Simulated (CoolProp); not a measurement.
Properties of fluorine along the isobar 0.466 MPa (Tc = 144.4 K, pc = 5.240 MPa, ω = 0.045).

Values from CoolProp's reference Helmholtz-energy equation of state, de Reuck 1990.

| T (K) | phase | density (kg/m³) | cv (kJ/(kg K)) | expansivity (1/kK) |
|---|---|---|---|---|
| 64.9 | liquid | 1635 | 0.8778 | 3.843 |
| 89.9 | liquid | 1468 | 0.8069 | 4.984 |
| 115 | gas | 19.75 | 0.5823 | 10.61 |
| 140 | gas | 15.73 | 0.5658 | 7.928 |
| 165 | gas | 13.16 | 0.5617 | 6.450 |
| 190 | gas | 11.35 | 0.5641 | 5.481 |
| 215 | gas | 9.984 | 0.5705 | 4.784 |
| 240 | gas | 8.920 | 0.5795 | 4.253 |
| 265 | gas | 8.064 | 0.5901 | 3.833 |
| 290.1 | gas | 7.357 | 0.6014 | 3.489 |
